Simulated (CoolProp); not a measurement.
Values from CoolProp's reference Helmholtz-energy equation of state, Lemmon 2006. It is a short technical equation, of lower accuracy than the large ones.

Question: For nitrous oxide, give the phase and the cv (kJ/(kg K)), Joule-Thomson coefficient (K/MPa) at 256.1 K and 1.01 bar; 500 K and 1.01 bar.

Answer: 
- 256.1 K and 1.01 bar: gas; cv 0.646, Joule-Thomson coefficient 15.7
- 500 K and 1.01 bar: gas; cv 0.853, Joule-Thomson coefficient 3.41
